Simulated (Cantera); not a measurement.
An isothermal, constant-pressure homogeneous reactor starts with C₂H₄ : H₂ = 1 : 4.9 (molar parts), at 1725 K and 0.133 bar. Integrator tolerance rtol = 1e-08.

Detailed kinetics in Cantera: GRI-Mech 3.0 (53 species, 325 reactions). GRI-Mech 3.0 was tuned for natural gas; its chemistry of ethylene as a main component is partial and can be far from experiment. GRI-Mech 3.0 stops at C3 and has no aromatics, soot or wall deposition, so with more carbon than oxygen in the feed, carbon stays in small species such as C2H2 where larger ones or solid carbon would form.

### Question
What does this change do: pressure from 0.133 bar to 0.0133 bar?

### Answer
```
quantity                                              before                                     after
-----------------  -----------------------------------------  ----------------------------------------
x(C₂H₄) at 3.00 s  0.000648 (gas-phase equilibrium 0.000648)   6.57e-5 (gas-phase equilibrium 6.57e-5)
x(H₂) at 3.00 s          0.852 (gas-phase equilibrium 0.852)       0.854 (gas-phase equilibrium 0.853)
x(CH₄) at 3.00 s     0.00396 (gas-phase equilibrium 0.00409)  7.95e-5 (gas-phase equilibrium 0.000413)
x(H) at 3.00 s     0.000473 (gas-phase equilibrium 0.000473)   0.00150 (gas-phase equilibrium 0.00150)
x(CH₃) at 3.00 s     4.46e-5 (gas-phase equilibrium 4.60e-5)   2.83e-6 (gas-phase equilibrium 1.46e-5)
```
Radical loss at walls, strong at low pressure, is not modelled.

### Question
What does this change do: temperature 1725 to 1175 K?

### Answer
```json
[
 {"quantity": "x(C₂H₄) at 3.00 s", "before": "0.000648 (gas-phase equilibrium 0.000648)", "after": "0.0971 (gas-phase equilibrium 0.00869)"},
 {"quantity": "x(H₂) at 3.00 s", "before": "0.852 (gas-phase equilibrium 0.852)", "after": "0.812 (gas-phase equilibrium 0.615)"},
 {"quantity": "x(CH₄) at 3.00 s", "before": "0.00396 (gas-phase equilibrium 0.00409)", "after": "0.0438 (gas-phase equilibrium 0.370)"},
 {"quantity": "x(H) at 3.00 s", "before": "0.000473 (gas-phase equilibrium 0.000473)", "after": "3.97e-6 (gas-phase equilibrium 2.65e-7)"},
 {"quantity": "x(CH₃) at 3.00 s", "before": "4.46e-5 (gas-phase equilibrium 4.60e-5)", "after": "4.31e-6 (gas-phase equilibrium 3.02e-6)"}
]
```
